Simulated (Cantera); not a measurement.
Premixed flame

A freely propagating, adiabatic, planar premixed flame of 10.2 % CH₄, 3.89 % CO, 17.2 % O₂, 64.8 % N₂, 3.89 % H₂O, unburnt at 300 K and 0.533 atm; mixture-averaged transport, grid criteria slope 0.08 and curve 0.16, no radiation.

Detailed kinetics in Cantera: GRI-Mech 3.0 (53 species, 325 reactions). Burning velocities carry a grid error of a few per cent, more on coarse grids.

```csv
z (mm),T (K),u (m/s),x CH₄,x CO,x O₂,x CO₂,x HCO,x H
-2.55,300,0.344,0.102,0.0389,0.172,5.01e-8,<1e-8,<1e-8
-1.70,301,0.347,0.102,0.0388,0.171,1.72e-6,<1e-8,<1e-8
-1.28,311,0.359,0.101,0.0387,0.170,2.39e-5,<1e-8,<1e-8
-0.852,409,0.478,0.0946,0.0400,0.163,0.000576,<1e-8,2.41e-8
-0.426,931,1.11,0.0632,0.0531,0.123,0.00790,3.97e-7,8.31e-5
-0.213,1349,1.62,0.0341,0.0681,0.0809,0.0184,9.11e-6,0.000644
0,1700,2.06,0.00856,0.0818,0.0368,0.0338,3.22e-5,0.00318
0.213,1847,2.23,0.000803,0.0804,0.0125,0.0493,1.33e-5,0.00681
0.426,1884,2.27,4.55e-5,0.0729,0.00458,0.0603,1.38e-6,0.00865
0.852,1907,2.28,1.92e-7,0.0653,0.00172,0.0694,1.11e-7,0.00883
1.70,1931,2.30,<1e-8,0.0629,0.00110,0.0724,8.53e-8,0.00759
3.41,1958,2.33,<1e-8,0.0630,0.000682,0.0725,6.47e-8,0.00578
6.81,1984,2.36,<1e-8,0.0634,0.000331,0.0724,4.37e-8,0.00388
```
x: mole fraction of selected species; z is measured from the peak of heat release.

The laminar burning velocity comes out as 34.4 cm/s, the thermal thickness is 0.852 mm and the peak x(HCO) is 3.24e-5. The peak x(H) is 0.00900 and the grid points is 159.
